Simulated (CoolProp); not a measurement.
50 sccm (0 °C, 1 atm) of nitrogen bubbles through liquid n-heptane at 309.7 K and leaves saturated at a total pressure of 0.0664 MPa (ideal gas phase). Each further row changes one setting.

Computed with CoolProp (reference Helmholtz-energy equation of state, Span 2003). It is a short technical equation, of lower accuracy than the large ones.

```json
[
 {"case": "as stated", "vapour pressure (kPa)": "10.6", "mole fraction of vapour": "0.159", "delivery (mg/min)": "(withheld)", "delivery (sccm)": "(withheld)", "change of delivery for a bath 1 K warmer (%)": "5.6"},
 {"case": "bath temperature 314.7 K", "vapour pressure (kPa)": "(withheld)", "mole fraction of vapour": "(withheld)", "delivery (mg/min)": "(withheld)", "delivery (sccm)": "(withheld)", "change of delivery for a bath 1 K warmer (%)": "5.6"},
 {"case": "total pressure 0.133 MPa", "vapour pressure (kPa)": "10.6", "mole fraction of vapour": "0.0794", "delivery (mg/min)": "19.3", "delivery (sccm)": "(withheld)", "change of delivery for a bath 1 K warmer (%)": "(withheld)"}
]
```

Problem. What belongs in the gaps?

Solution. 
- as stated, delivery (mg/min): 42.3
- as stated, delivery (sccm): 9.45
- bath temperature 314.7 K, vapour pressure (kPa): 13.2
- bath temperature 314.7 K, mole fraction of vapour: 0.199
- bath temperature 314.7 K, delivery (mg/min): 55.4
- bath temperature 314.7 K, delivery (sccm): 12.4
- total pressure 0.133 MPa, delivery (sccm): 4.31
- total pressure 0.133 MPa, change of delivery for a bath 1 K warmer (%): 5.1
